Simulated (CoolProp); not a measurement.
A simple Rankine cycle with n-hexane: condensing at 296.15 K, boiler at 2.31 MPa, turbine inlet 504.3 K, turbine efficiency 0.9, pump efficiency 0.6, no recuperator. Each further row changes one setting.

Values from CoolProp's reference Helmholtz-energy equation of state, Thol 2019.

```tsv
case	thermal efficiency (%)	net work (kJ/kg)	heat in (kJ/kg)	turbine exit temperature (K)	volume ratio over the turbine
as stated	22.3	164	737	404.1	157
turbine inlet 524.3 K	22.0	176	801	427.6	143
condensing temperature 288.15 K	23.4	177	755	398.2	223
boiler pressure 1.62 MPa	21.1	162	766	418.3	93.5
turbine efficiency 0.8	19.7	145	737	412.8	160
```
